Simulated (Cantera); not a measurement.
A closed system holds: 1 mol SiO2, 1.8 mol C, 0.18 mol CO, equilibrated at 2423 K.

Method: chemical equilibrium by Gibbs-energy minimisation in Cantera with the NASA 1993 tables (ideal gas, pure condensed phases). Candidate condensed phases: C, Si, SiC, SiO2; 20 gas species. The numbers say what is thermodynamically allowed, not how fast it happens.

log p: log10 of the partial pressure in bar; n: condensed amount in mol.

```
P (Pa)   log p CO  log p SiO  log p Si  log p Si2C  log p SiC2  log p Si2  log p Si3  n SiC(s)
-------  --------  ---------  --------  ----------  ----------  ---------  ---------  --------
10          -4.18      -5.17     -4.57       -8.77       -9.21      -8.19     -10.92         0
36          -3.62      -4.61     -4.02       -7.11       -7.55      -7.08      -9.26         0
130         -3.06      -4.03     -3.47       -5.50       -5.97      -5.99      -7.63         0
460         -2.51      -3.37     -3.00       -4.18       -4.75      -5.04      -6.20         0
1700          [?]        [?]       [?]         [?]         [?]        [?]        [?]       [?]
6000        -1.37      -1.83     -2.68       -3.61       -4.58      -4.40      -5.24     0.343
22000       -0.80      -1.23     -2.66       -3.59       -4.59      -4.36      -5.19     0.384
77000         [?]        [?]     -2.65       -3.59       -4.60      -4.35      -5.17     0.396
280000       0.31      -0.11     -2.65       -3.59       -4.60      -4.35      -5.17     0.399
1000000      0.86       0.44     -2.65       -3.59       -4.60      -4.35      -5.17     0.400
```

**Question.** Complete the blanks.

**Answer.** 
- 77000, log p CO: -0.25
- 77000, log p SiO: -0.68
- 1700, log p CO: -1.93
- 1700, log p SiO: -2.52
- 1700, log p Si: -2.74
- 1700, log p Si2C: -3.67
- 1700, log p SiC2: -4.52
- 1700, log p Si2: -4.52
- 1700, log p Si3: -5.42
- 1700, n SiC(s): 0.207
